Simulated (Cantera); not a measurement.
Cantera run, input and output.

```python
import numpy as np
import cantera as ct

gas = ct.Solution("h2o2.yaml")
gas.TPX = 450, 16000, {'H2': 1, 'O2': 0.312, 'N2': 1.17}
flame = ct.FreeFlame(gas, width=0.14)
flame.set_refine_criteria(ratio=3, slope=0.08, curve=0.16)
flame.transport_model = "mixture-averaged"
flame.solve(loglevel=0, auto=True)
z, T = flame.grid, flame.T
thick = (T[-1] - T[0]) / np.gradient(T, z).max()
show = ['H2', 'O2', 'OH', 'H', 'HO2', 'O']
print(f"laminar burning velocity  {flame.velocity[0] * 100:.3f} cm/s")
print(f"burnt temperature         {T[-1]:.1f} K")
print(f"thermal thickness         {thick * 1e3:.4f} mm")
print(f"grid points               {len(z)}")
z0 = z[flame.heat_release_rate.argmax()]
print(f"{'z/mm':>9s}{'T/K':>9s}{'u/(m/s)':>9s}" + "".join(f"{s:>11s}" for s in show))
rows = []
for k in (-3, -2, -1.5, -1, -0.5, -0.25, 0, 0.25, 0.5, 1, 2, 4, 8):
    zz = z0 + k * thick
    rows.append([k * thick, np.interp(zz, z, T), np.interp(zz, z, flame.velocity),
                 *(np.interp(zz, z, flame.X[gas.species_index(s)]) for s in show)])
    print(f"{rows[-1][0] * 1e3:9.3f}{rows[-1][1]:9.1f}{rows[-1][2]:9.3f}" + "".join(f"{x:11.3e}" for x in rows[-1][3:]))
```

Result:

```
laminar burning velocity  450.020 cm/s
burnt temperature         2289.3 K
thermal thickness         4.4428 mm
grid points               145
     z/mm      T/K  u/(m/s)         H2         O2         OH          H        HO2          O
  -13.328    450.0    4.500  4.029e-01  1.257e-01  2.983e-19  6.871e-18  5.730e-14  2.715e-17
   -8.886    450.0    4.500  4.029e-01  1.257e-01  7.057e-17  1.312e-14  1.824e-12  6.407e-15
   -6.664    450.0    4.500  4.029e-01  1.257e-01  2.405e-15  1.311e-12  6.085e-11  2.170e-13
   -4.443    450.0    4.500  4.029e-01  1.257e-01  4.464e-12  4.775e-09  5.164e-08  1.756e-10
   -2.221    458.6    4.578  4.014e-01  1.257e-01  3.568e-05  1.245e-04  8.612e-05  4.729e-06
   -1.111    651.5    6.398  3.732e-01  1.206e-01  4.639e-04  9.614e-03  4.892e-05  1.672e-04
    0.000   1084.1   10.327  2.351e-01  7.436e-02  2.188e-03  7.484e-02  1.545e-05  4.979e-03
    1.111   1354.0   12.770  1.275e-01  1.293e-02  4.829e-03  1.179e-01  2.565e-06  6.088e-03
    2.221   1457.3   13.657  1.198e-01  5.415e-03  5.876e-03  1.138e-01  9.803e-07  5.088e-03
    4.443   1572.8   14.622  1.267e-01  4.247e-03  7.089e-03  9.958e-02  6.788e-07  4.682e-03
    8.886   1703.0   15.679  1.350e-01  3.379e-03  8.118e-03  8.285e-02  4.832e-07  3.985e-03
   17.771   1841.8   16.776  1.431e-01  2.407e-03  8.600e-03  6.533e-02  3.215e-07  3.002e-03
   35.542   1974.1   17.791  1.502e-01  1.514e-03  8.222e-03  4.887e-02  2.050e-07  1.969e-03
```

Model: the H2/O2 subset of GRI-Mech 3.0, which has no nitrogen chemistry, integrated in Cantera. Burning velocities carry a grid error of a few per cent, more on coarse grids.
